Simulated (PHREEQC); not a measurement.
Dissolve 0.98 mol HF, 0.0001 mol (NH4)2SiF6, 0.037 mol H3BO3 and 0.00041 mol H2SO4 per kg of water at 44 °C. Closed to the air; pH follows from the charge balance.

Model: ion-association model, wateq4f.dat, run in PHREEQC.

Each row changes one thing in this solution. No solid was allowed to form.

| case | pH | ionic strength (mol/kgw) | HF (mol/kgw) | H2F2 (mol/kgw) | HF2- (mol/kgw) | F- (mol/kgw) | SI of Quartz (SiO2) |
|---|---|---|---|---|---|---|---|
| as made | 1.36 | 0.0524 | 0.398 | 0.205 | 0.00914 | 0.00533 | -10.47 |
| temperature from 44 to 35 °C | 1.36 | 0.0518 | 0.353 | 0.228 | 0.00826 | 0.00563 | -10.81 |
| H3BO3 from 0.037 to 0.0407 mol/kgw | 1.33 | 0.0552 | 0.393 | 0.201 | 0.00855 | 0.00504 | -10.41 |
| HF from 0.98 to 0.49 mol/kgw | 1.43 | 0.0443 | 0.214 | 0.0593 | 0.00305 | 0.00331 | -8.96 |
| diluted 100-fold with water | 2.71 | 0.00206 | 0.00664 | 5.65e-5 | 4.73e-5 | 0.00167 | -4.21 |

wateq4f.dat counts part of the HF as a dimer, H2F2, which phreeqc.dat doesn't know; its constant is uncertain. At this temperature some constants are extrapolated from 25 °C, and those without enthalpy data are left unchanged. SiF6-2 is the database's only silicon fluoride. Real BF4- forms and hydrolyses slowly; the run takes it at equilibrium.
